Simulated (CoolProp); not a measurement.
Vapour pressure (bar) of water: the reference equation beside estimates from Tc = 647.1 K, pc = 220.6 bar, ω = 0.344. Clausius-Clapeyron is anchored at 390.7 K with a constant enthalpy of vaporisation of 39.79 kJ/mol.

Values from CoolProp's reference Helmholtz-energy equation of state, Wagner 2002.

```
T (K)  reference  Clausius-Clapeyron  van der Waals  Redlich-Kwong  Soave-Redlich-Kwong  Peng-Robinson
-----  ---------  ------------------  -------------  -------------  -------------------  -------------
383.4      1.446               1.455          17.82          3.953                1.344          1.387
385.8      1.566               1.573          18.48          4.225                1.461          1.505
388.2      1.695                 [?]          19.15            [?]                  [?]          1.632
390.7      1.837               1.837            [?]          4.824                1.727          1.773
393.1        [?]               1.980          20.58          5.140                1.871            [?]
395.5        [?]               2.132          21.31          5.471                2.024          2.072
397.9      2.305               2.293          22.05          5.819                2.187          2.236
400.3      2.480               2.465          22.81          6.183                2.361          2.410
402.8      2.675               2.655          23.62          6.580                2.554          2.604
405.2      2.873               2.848          24.42          6.978                2.751          2.801
407.6        [?]               3.053          25.23          7.395                2.961          3.010
410        3.305               3.271          26.07          7.830                3.183          3.232
```

Task: Fill in the missing entries.

Result: 
- 388.2, Clausius-Clapeyron: 1.698
- 388.2, Redlich-Kwong: 4.511
- 388.2, Soave-Redlich-Kwong: 1.587
- 390.7, van der Waals: 19.87
- 393.1, reference: 1.984
- 393.1, Peng-Robinson: 1.918
- 395.5, reference: 2.139
- 407.6, reference: 3.083

Absolute difference from the reference over all 12 rows, mean and median: Clausius-Clapeyron 0.5 and 0.6 %, van der Waals 889.5 and 876.4 %, Redlich-Kwong 154.5 and 154.1 %, Soave-Redlich-Kwong 5.3 and 5.2 %, Peng-Robinson 3.1 and 3.1 %.
